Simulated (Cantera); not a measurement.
Cantera with NASA thermochemical tables; ideal gases at 1 bar, condensed phases pure. Values are per mole of reaction as written; species without (g) are pure solids or liquids, kept so even where they would boil at 1 bar.

Problem. Between 598 and 1398 K, where is each reaction favourable under standard conditions?
- H₂(g) + CaCl₂ ⇌ 2 HCl(g) + Ca

Solution. 
- H₂(g) + CaCl₂ ⇌ 2 HCl(g) + Ca: ΔG° is 505 kJ at 598 K and 385 kJ at 1398 K; it stays positive (K < 1). ΔH° is 567 kJ and ΔS° 130 J/K at 1398 K.
